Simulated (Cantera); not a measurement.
# AlCl3 + NH3 + N2 (aluminium nitride and oxide growth)

A closed system holds: 1 mol AlCl3, 59 mol NH3, 1.4 mol N2, held at 1.60 mbar.

These are equilibrium values from Cantera (NASA tables, ideal gas, pure condensed phases), not measurements of a reactor. Candidate condensed phases: Al, AlCl3, AlN, NH4Cl; 20 gas species. The tables' values for AlCl2 are old estimates; treat these amounts as uncertain. Kinetics and transport are ignored.

| T (K) | log p H2 | log p N2 | log p HCl | log p AlCl | log p H | log p AlCl3 | n AlN(s) |
|---|---|---|---|---|---|---|---|
| 1250 | -2.94 | -3.39 | -4.43 | -6.88 | -7.78 | -6.03 | 0.915 |
| 1275 | -2.94 | -3.39 | -4.44 | -6.60 | -7.60 | -6.03 | 0.902 |
| 1300 | -2.94 | -3.39 | -4.44 | -6.33 | -7.42 | -6.03 | 0.882 |
| 1325 | -2.94 | -3.39 | -4.45 | -6.07 | -7.25 | -6.03 | 0.849 |
| 1350 | -2.94 | -3.39 | -4.46 | -5.82 | -7.09 | -6.05 | 0.796 |
| 1375 | -2.94 | -3.39 | -4.47 | -5.59 | -6.93 | -6.08 | 0.712 |
| 1400 | -2.94 | -3.39 | -4.49 | -5.37 | -6.78 | -6.14 | 0.585 |
| 1425 | -2.94 | -3.39 | -4.52 | -5.17 | -6.63 | -6.23 | 0.402 |
| 1450 | -2.94 | -3.39 | -4.57 | -5.00 | -6.49 | -6.36 | 0.158 |
| 1475 | -2.94 | -3.39 | -4.60 | -4.91 | -6.36 | -6.53 | 0 |
| 1500 | -2.94 | -3.39 | -4.59 | -4.91 | -6.22 | -6.71 | 0 |
| 1525 | -2.94 | -3.39 | -4.59 | -4.90 | -6.10 | -6.89 | 0 |
| 1550 | -2.94 | -3.39 | -4.59 | -4.90 | -5.97 | -7.07 | 0 |
log p: log10 of the partial pressure in bar; n: condensed amount in mol.

From 1250 K to 1450 K the condensed part is AlN(s). From 1475 K to 1550 K nothing is condensed. The main Al-bearing gas is AlCl3 at 1250 K and AlCl at 1550 K.
